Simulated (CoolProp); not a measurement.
Computed with CoolProp (reference Helmholtz-energy equation of state, Gao 2022).

Task: For n-perfluorohexane, give the phase and the Z, cp (kJ/(kg K)) at 264.2 K and 1.01 bar.

Result: 
- 264.2 K and 1.01 bar: liquid; Z 0.00877, cp 0.994
